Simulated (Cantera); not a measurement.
# Adiabatic ignition

An adiabatic, constant-pressure homogeneous reactor starts with CH₄ : O₂ : N₂ = 1 : 1.11 : 4.18 (molar parts), equivalence ratio 1.8, at 1175 K and 2.10 bar.

Cantera simulation using GRI-Mech 3.0 (53 species, 325 reactions); the numbers are that mechanism's predictions, not measurements.

| t (s) | T (K) | x CH₄ | x O₂ | x NO | x CH₂O | x HCO | x H₂O | x OH |
|---|---|---|---|---|---|---|---|---|
| 3.00e-6 | 1175 | 0.159 | 0.176 | <1e-12 | 1.31e-11 | <1e-12 | 2.71e-11 | 2.06e-12 |
| 6.68e-6 | 1175 | 0.159 | 0.176 | <1e-12 | 6.62e-11 | <1e-12 | 1.06e-10 | 3.78e-12 |
| 1.49e-5 | 1175 | 0.159 | 0.176 | <1e-12 | 3.34e-10 | <1e-12 | 4.57e-10 | 7.93e-12 |
| 3.32e-5 | 1175 | 0.159 | 0.176 | <1e-12 | 1.70e-9 | <1e-12 | 2.23e-9 | 1.88e-11 |
| 7.39e-5 | 1175 | 0.159 | 0.176 | <1e-12 | 8.96e-9 | <1e-12 | 1.23e-8 | 5.00e-11 |
| 0.000165 | 1175 | 0.159 | 0.176 | <1e-12 | 5.05e-8 | <1e-12 | 7.65e-8 | 1.49e-10 |
| 0.000367 | 1175 | 0.159 | 0.176 | <1e-12 | 3.28e-7 | <1e-12 | 5.22e-7 | 4.70e-10 |
| 0.000818 | 1175 | 0.159 | 0.176 | <1e-12 | 2.37e-6 | 1.19e-12 | 3.52e-6 | 1.33e-9 |
| 0.00182 | 1175 | 0.159 | 0.176 | <1e-12 | 1.25e-5 | 7.90e-12 | 1.69e-5 | 2.09e-9 |
| 0.00406 | 1175 | 0.159 | 0.176 | <1e-12 | 4.06e-5 | 2.79e-11 | 5.56e-5 | 2.62e-9 |
| 0.00904 | 1176 | 0.159 | 0.176 | <1e-12 | 0.000117 | 9.44e-11 | 0.000178 | 4.10e-9 |
| 0.0201 | 1179 | 0.158 | 0.176 | <1e-12 | 0.000377 | 4.52e-10 | 0.000738 | 1.04e-8 |
| 0.0449 | 1285 | 0.139 | 0.160 | 1.47e-12 | 0.00333 | 9.56e-8 | 0.0187 | 8.08e-7 |
| 0.100 | 2371 | 4.26e-11 | 5.82e-6 | 8.36e-5 | 1.27e-8 | 1.47e-7 | 0.146 | 0.000692 |
x: mole fraction; the columns are a selection and need not sum to one.

| Item | Result |
|---|---|
| time of steepest temperature rise | 46.3 ms |
| temperature at 0.100 s | 2371 K |
| equilibrium temperature | 2371 K |
| x(CH₄) at 0.100 s | 4.26e-11 (gas-phase equilibrium 4.81e-11) |
| x(O₂) at 0.100 s | 5.82e-6 (gas-phase equilibrium 5.82e-6) |
| x(NO) at 0.100 s | 8.36e-5 (gas-phase equilibrium 8.22e-5) |
